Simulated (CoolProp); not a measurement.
n-decane along the isobar 0.101 MPa: fugacity coefficient from the reference equation and from simpler models built on Tc = 344.5 °C, pc = 2.101 MPa, ω = 0.488; each cubic takes its own stable root.

The numbers come from the reference Helmholtz-energy equation of state, Lemmon 2006 in CoolProp. It is a short technical equation, of lower accuracy than the large ones.

```json
[
 {"T (°C)": "122.55", "phase": "liquid", "reference": "0.2148", "van der Waals": "0.9600", "Redlich-Kwong": "0.7843", "Soave-Redlich-Kwong": "0.2137", "Peng-Robinson": "0.2196"},
 {"T (°C)": "143.75", "phase": "liquid", "reference": "0.4192", "van der Waals": "0.9644", "Redlich-Kwong": "0.9514", "Soave-Redlich-Kwong": "0.4206", "Peng-Robinson": "0.4263"},
 {"T (°C)": "164.95", "phase": "liquid", "reference": "0.7506", "van der Waals": "0.9682", "Redlich-Kwong": "0.9575", "Soave-Redlich-Kwong": "0.7589", "Peng-Robinson": "0.7615"},
 {"T (°C)": "186.15", "phase": "gas", "reference": "0.9463", "van der Waals": "0.9714", "Redlich-Kwong": "0.9626", "Soave-Redlich-Kwong": "0.9552", "Peng-Robinson": "0.9530"},
 {"T (°C)": "207.25", "phase": "gas", "reference": "0.9550", "van der Waals": "0.9742", "Redlich-Kwong": "0.9669", "Soave-Redlich-Kwong": "0.9611", "Peng-Robinson": "0.9590"},
 {"T (°C)": "228.45", "phase": "gas", "reference": "0.9619", "van der Waals": "0.9767", "Redlich-Kwong": "0.9706", "Soave-Redlich-Kwong": "0.9662", "Peng-Robinson": "0.9641"},
 {"T (°C)": "249.65", "phase": "gas", "reference": "0.9676", "van der Waals": "0.9788", "Redlich-Kwong": "0.9738", "Soave-Redlich-Kwong": "0.9705", "Peng-Robinson": "0.9685"},
 {"T (°C)": "270.85", "phase": "gas", "reference": "0.9722", "van der Waals": "0.9807", "Redlich-Kwong": "0.9766", "Soave-Redlich-Kwong": "0.9742", "Peng-Robinson": "0.9722"}
]
```

At some of these states van der Waals, Redlich-Kwong gives the other phase, because its saturation line lies elsewhere.
